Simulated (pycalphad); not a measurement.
CALPHAD calculation (pycalphad, COST 507 light-alloy database (1999)), 1 atm. The database dates from 1999; later assessments differ in places, in temperatures and in the compounds included. The system is extrapolated from its subsystems; higher-order compounds may be missing. Phase fractions are per mole of atoms.

Q: Give the equilibrium state of Al-16.48Fe-2.939Si-3.93Mn (wt.%) at 827 °C.

A: LIQUID, fraction 0.704, with 6.9 Fe, 4.4 Si, 4.0 Mn wt.%; AL13FE4, fraction 0.296, with 35.7 Fe, 0.01 Si, 3.7 Mn wt.%.

Q: Give the equilibrium state of Al-16.48Fe-2.939Si-3.93Mn (wt.%) at 677 °C.

A: 
```
T = 950.00 K, P = 101325 Pa, N = 1 mol of atoms
G = -50257 J/mol, H = 12593 J/mol, S = 66.16 J/(mol K)  (SER reference)
chemical potentials (J/mol): Al -39605, Fe -138060, Si -42353, Mn -122590
phase             fraction      x(Al)      x(Fe)      x(Si)      x(Mn)
LIQUID              0.5778     0.9295     0.0121     0.0499     0.0086
AL13FE4             0.3981     0.7625     0.2062   8.41e-06     0.0313
ALMNSI_ALPHA        0.0241     0.7109       none     0.1152     0.1739
```

Database names, with the compositions (at.%) that they take in these runs: AL13FE4: Al 76 Fe 21-23 Mn 1-3; ALMNSI_ALPHA: Al 71 Mn 17 Si 12. An entry "none" or "no" means that the model of the phase leaves that element out.
